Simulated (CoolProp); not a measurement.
The fluoroketone C6F12O (FK-5-1-12) at several states: fugacity coefficient from the reference equation and from simpler models built on Tc = 441.8 K, pc = 1869 kPa, ω = 0.471; each cubic takes its own stable root.

Values from CoolProp's reference Helmholtz-energy equation of state, McLinden 2015.

```
T (K)  p (kPa)   phase  reference
-----  -------  ------  ---------
276.7     9910  liquid   0.003335
402.4      147     gas     0.9616
173.8     51.8  liquid   2.090e-5
490.2     92.2     gas     0.9883
197.3     2130  liquid   1.695e-5
176.5       55  liquid   3.039e-5
```

### Question
How far does each simpler model (van der Waals, Redlich-Kwong, Soave-Redlich-Kwong, Peng-Robinson) lie from the reference over these 6 states: mean and median of the absolute difference, and the worst?

### Answer
- van der Waals: mean 239576.1 %, median 46455.4 %, worst +774062.7 % at 173.8 K and 51.8 kPa
- Redlich-Kwong: mean 2636.5 %, median 1471.2 %, worst +6852.2 % at 173.8 K and 51.8 kPa
- Soave-Redlich-Kwong: mean 17.8 %, median 14.6 %, worst +40.4 % at 173.8 K and 51.8 kPa
- Peng-Robinson: mean 36.1 %, median 22.3 %, worst +89.5 % at 173.8 K and 51.8 kPa
